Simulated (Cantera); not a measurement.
Feed: 1 mol CuO, 12 mol CO, 2.7 mol N2, at 69000 Pa.

Cantera equilibrium calculation (NASA polynomials, part measured and part estimated; ideal gas, pure solids and liquids). Candidate condensed phases: C, Cu, CuO, Cu2O; 27 gas species. The numbers say what is thermodynamically allowed, not how fast it happens.

**Question.** Which condensed phases are stable at each of these points (T (°C)): 702, 777, 852, 927, 1002, 1077, 1152, 1227, 1302, 1377, 1452, 1527, 1602, 1677?

**Answer.** 
```
T (°C)     condensed phases  Cu condensed (%)
------  -------------------  ----------------
702     C(graphite) + Cu(s)             100.0
777     C(graphite) + Cu(s)             100.0
852                   Cu(s)             100.0
927                   Cu(s)             100.0
1002                  Cu(s)             100.0
1077                  Cu(s)             100.0
1152                  Cu(l)             100.0
1227                  Cu(l)             100.0
1302                  Cu(l)              99.9
1377                  Cu(l)              99.8
1452                  Cu(l)              99.5
1527                  Cu(l)              98.8
1602                  Cu(l)              97.3
1677                  Cu(l)              94.2
```

From 702 °C to 777 °C the condensed part is C(graphite) + Cu(s). From 852 °C to 1077 °C the condensed part is Cu(s). From 1152 °C to 1677 °C the condensed part is Cu(l).
